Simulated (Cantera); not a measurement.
An isothermal, constant-pressure homogeneous reactor starts with 0.636 % H2, 99.4 % O2, equivalence ratio 0.0032, at 1423 K and 20.0 Torr.

Cantera simulation using the H2/O2 subset of GRI-Mech 3.0, which has no nitrogen chemistry; the numbers are that mechanism's predictions, not measurements. Radical loss at walls, strong at low pressure, is not modelled.

x: mole fraction; the columns are a selection and need not sum to one.

```csv
t (s),x H2,x O2,x O,x HO2,x H
4.00e-6,0.00636,0.994,3.08e-10,(withheld),1.31e-9
1.35e-5,0.00636,0.994,2.63e-9,(withheld),2.91e-9
4.58e-5,0.00636,0.994,1.56e-8,(withheld),4.42e-9
0.000155,0.00636,0.994,8.08e-8,(withheld),8.35e-9
0.000524,0.00636,0.994,7.82e-7,(withheld),4.87e-8
0.00177,0.00608,0.993,0.000184,(withheld),1.05e-5
0.00600,1.68e-5,0.988,0.00558,4.76e-7,0.000110
0.0203,1.48e-5,0.988,0.00519,4.55e-7,9.84e-5
0.0687,1.18e-5,0.989,0.00412,(withheld),6.98e-5
0.232,6.41e-6,0.991,0.00219,(withheld),2.73e-5
0.786,1.80e-6,0.993,0.000601,(withheld),3.97e-6
2.66,2.98e-7,0.993,9.82e-5,(withheld),2.64e-7
9.00,5.04e-8,0.994,1.66e-5,(withheld),1.84e-8
```

Fill in the missing entries.


- 4.00e-6, x HO2: 1.62e-9
- 1.35e-5, x HO2: 5.47e-9
- 4.58e-5, x HO2: 1.85e-8
- 0.000155, x HO2: 6.26e-8
- 0.000524, x HO2: 2.11e-7
- 0.00177, x HO2: 7.14e-7
- 0.0687, x HO2: 4.02e-7
- 0.232, x HO2: 2.82e-7
- 0.786, x HO2: 1.27e-7
- 2.66, x HO2: 4.14e-8
- 9.00, x HO2: 3.00e-8
